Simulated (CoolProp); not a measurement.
The numbers come from the reference Helmholtz-energy equation of state, Gao 2022 in CoolProp.

Question: For n-perfluorohexane, give the phase and the Z, cv (kJ/(kg K)), isothermal compressibility (1/MPa) at 122.15 °C and 0.477 MPa.

Answer: 
- 122.15 °C and 0.477 MPa: gas; Z 0.825, cv 0.939, isothermal compressibility 2.64
